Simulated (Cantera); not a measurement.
An isothermal, constant-pressure homogeneous reactor starts with C₂H₄ : H₂ : H₂O = 1 : 46 : 0.42 (molar parts), at 1675 K and 53000 Pa.

Model: GRI-Mech 3.0 (53 species, 325 reactions), integrated in Cantera. GRI-Mech 3.0 was tuned for natural gas; its chemistry of ethylene as a main component is partial and can be far from experiment. GRI-Mech 3.0 stops at C3 and has no aromatics, soot or wall deposition, so with more carbon than oxygen in the feed, carbon stays in small species such as C2H2 where larger ones or solid carbon would form.

x: mole fraction; the columns are a selection and need not sum to one.

```csv
t (s),x C₂H₄,x H₂,x CH₂,x CH₃,x C₂H
2.00e-6,0.0211,0.970,<1e-12,3.12e-12,<1e-12
1.29e-5,0.0210,0.970,4.27e-12,9.32e-11,<1e-12
8.38e-5,0.0208,0.970,3.15e-11,2.13e-9,2.70e-12
0.000543,0.0190,0.970,2.64e-10,4.51e-8,1.86e-10
0.00352,0.00412,0.970,6.18e-10,5.74e-7,___
0.0228,0.000593,0.970,7.90e-10,1.90e-6,___
0.147,0.000571,0.969,1.64e-9,7.03e-6,1.63e-8
0.954,0.000483,0.967,4.64e-9,2.62e-5,___
6.18,0.000424,0.967,5.39e-9,3.18e-5,___
40.0,0.000363,0.970,4.76e-9,2.89e-5,___
```

### Question
What belongs in the gaps?

### Answer

- 0.00352, x C₂H: 8.79e-9
- 0.0228, x C₂H: 1.77e-8
- 0.954, x C₂H: 1.31e-8
- 6.18, x C₂H: 1.13e-8
- 40.0, x C₂H: 9.66e-9
